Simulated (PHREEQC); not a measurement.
Solution (25 °C): 0.043 mol MgSO4 per kg of water. Closed to the air; pH follows from the charge balance.

Equilibrium calculation in PHREEQC: ion-association model, phreeqc.dat.

```csv
quantity,before,after
ionic strength (mol/kgw),0.0932,0.0238
Mg+2 (mol/kgw),0.0233,0.00595
SO4-2 (mol/kgw),0.0233,0.00595
MgSO4 (mol/kgw),0.0197,0.00265
MgOH+ (mol/kgw),2.78e-7,1.08e-7
HSO4- (mol/kgw),1.72e-7,4.93e-8
```

### Question
Which change was made?
A) MgSO4 from 0.043 to 0.43 mol/kgw
B) MgSO4 from 0.043 to 0.0473 mol/kgw
C) diluted 5-fold with water
D) diluted 2-fold with water
E) MgSO4 from 0.043 to 0.215 mol/kgw

### Answer
C, diluted 5-fold with water

Precipitation was switched off in this run.
